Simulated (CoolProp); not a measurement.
The fluid at 580.63 K and 0.756 MPa (stagnation) flows isentropically through a choked orifice. The same conditions are run with several fluids, on thermodynamics alone (safety and materials aside).

The numbers come from the reference Helmholtz-energy equation of state of each fluid (propylene glycol: Eisenbach 2021; propane: Lemmon 2009; n-pentane: Thol 2019; cyclohexane: Zhou 2014; water: Wagner 2002) in CoolProp.

```json
[
 {"fluid": "propylene glycol", "throat to inlet pressure ratio": "?", "mass flux (kg/(m² s))": "?", "throat temperature (K)": "568.0"},
 {"fluid": "propane", "throat to inlet pressure ratio": "0.591", "mass flux (kg/(m² s))": "1430", "throat temperature (K)": "560.0"},
 {"fluid": "n-pentane", "throat to inlet pressure ratio": "?", "mass flux (kg/(m² s))": "1820", "throat temperature (K)": "567.8"},
 {"fluid": "cyclohexane", "throat to inlet pressure ratio": "?", "mass flux (kg/(m² s))": "1970", "throat temperature (K)": "?"},
 {"fluid": "water", "throat to inlet pressure ratio": "0.545", "mass flux (kg/(m² s))": "984", "throat temperature (K)": "503.9"}
]
```

Question: Some entries are withheld; supply them.

Answer: 
- propylene glycol, throat to inlet pressure ratio: 0.605
- propylene glycol, mass flux (kg/(m² s)): 1880
- n-pentane, throat to inlet pressure ratio: 0.601
- cyclohexane, throat to inlet pressure ratio: 0.604
- cyclohexane, throat temperature (K): 568.5
